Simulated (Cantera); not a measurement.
A perfectly stirred reactor is fed with CH₄ : CO : O₂ : N₂ = 1 : 0.43 : 1.85 : 6.94 (molar parts), at 101000 Pa; it is adiabatic with a 798 K inlet, and is followed from long to short residence time, starting on the burning branch (τ in s: 0.021, 0.0091, 0.0041, 0.0018, 0.0008, 0.00036, 0.00016, 7e-05, 3.1e-05, 1.4e-05, 6.1e-06).

Cantera simulation using GRI-Mech 3.0 (53 species, 325 reactions); the numbers are that mechanism's predictions, not measurements.

**Question.** What does this change do: pressure from 101000 Pa to 500000 Pa?

**Answer.** 
| quantity | before | after |
|---|---|---|
| blow-out, bracketed by the residence times tried | burning at 31.0 µs, out at 14.0 µs | burning at 14.0 µs, out at 6.10 µs |
| x(CH₄) at τ = 21.0 ms | 6.19e-6 | 3.35e-6 |
| x(CO) at τ = 21.0 ms | 0.0582 | 0.0555 |
| x(O₂) at τ = 21.0 ms | 0.00277 | 0.000864 |
| x(HO₂) at τ = 21.0 ms | 7.05e-7 | 4.95e-7 |
| x(NO) at τ = 21.0 ms | 0.00140 | 0.00118 |
| x(CH₄) at τ = 0.360 ms | 0.000143 | 7.40e-5 |
| x(CO) at τ = 0.360 ms | 0.0668 | 0.0593 |
| x(O₂) at τ = 0.360 ms | 0.0110 | 0.00397 |
| x(HO₂) at τ = 0.360 ms | 2.92e-6 | 2.64e-6 |
| x(NO) at τ = 0.360 ms | 0.000266 | 0.000677 |

**Question.** What does this change do: inlet temperature 798 to 623 K?

**Answer.** 
```tsv
quantity	before	after
blow-out, bracketed by the residence times tried	burning at 31.0 µs, out at 14.0 µs	burning at 70.0 µs, out at 31.0 µs
x(CH₄) at τ = 21.0 ms	6.19e-6	9.35e-6
x(CO) at τ = 21.0 ms	0.0582	0.0557
x(O₂) at τ = 21.0 ms	0.00277	0.00189
x(HO₂) at τ = 21.0 ms	7.05e-7	4.80e-7
x(NO) at τ = 21.0 ms	0.00140	0.000810
x(CH₄) at τ = 0.360 ms	0.000143	0.000181
x(CO) at τ = 0.360 ms	0.0668	0.0644
x(O₂) at τ = 0.360 ms	0.0110	0.0102
x(HO₂) at τ = 0.360 ms	2.92e-6	3.19e-6
x(NO) at τ = 0.360 ms	0.000266	0.000195
```

**Question.** What does this change do: pressure from 101000 Pa to 510000 Pa?

**Answer.** 
| quantity | before | after |
|---|---|---|
| blow-out, bracketed by the residence times tried | burning at 31.0 µs, out at 14.0 µs | burning at 14.0 µs, out at 6.10 µs |
| x(CH₄) at τ = 21.0 ms | 6.19e-6 | 3.33e-6 |
| x(CO) at τ = 21.0 ms | 0.0582 | 0.0554 |
| x(O₂) at τ = 21.0 ms | 0.00277 | 0.000851 |
| x(HO₂) at τ = 21.0 ms | 7.05e-7 | 4.92e-7 |
| x(NO) at τ = 21.0 ms | 0.00140 | 0.00118 |
| x(CH₄) at τ = 0.360 ms | 0.000143 | 7.37e-5 |
| x(CO) at τ = 0.360 ms | 0.0668 | 0.0592 |
| x(O₂) at τ = 0.360 ms | 0.0110 | 0.00391 |
| x(HO₂) at τ = 0.360 ms | 2.92e-6 | 2.63e-6 |
| x(NO) at τ = 0.360 ms | 0.000266 | 0.000680 |
